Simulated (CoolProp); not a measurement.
Vapour-liquid equilibrium of ethane (1) + n-perfluorobutane (2) at -68.15 °C; x and y are mole fractions of (1).

Computed with CoolProp (multi-fluid Helmholtz-energy mixture model, Bücker 2006 and Gao 2022; pair parameters Bell 2016).

| x | bubble pressure, mixture model (kPa) | bubble pressure, Raoult's law (kPa) | y, mixture model | y, Raoult's law |
|---|---|---|---|---|
| 0.05 | 44.24 | 15.75 | 0.949 | 0.860 |
| 0.2 | 149.0 | 56.02 | 0.986 | 0.967 |
| 0.35 | 200.7 | 96.29 | 0.990 | 0.984 |
| 0.5 | 216.0 | 136.6 | 0.991 | 0.991 |
| 0.65 | 221.1 | 176.8 | 0.992 | 0.995 |
| 0.8 | 232.4 | 217.1 | 0.993 | 0.998 |
| 0.95 | 258.1 | 257.4 | 0.997 | 1.000 |

The largest gap from Raoult's law is +180.9 % in bubble pressure, at x = 0.05. No azeotrope shows between x = 0.05 and 0.95.

The pair parameters rest on a limited set of measurements; away from them the model extrapolates. With so large a gap from Raoult's law the liquid may split in two, which this calculation doesn't test in full.
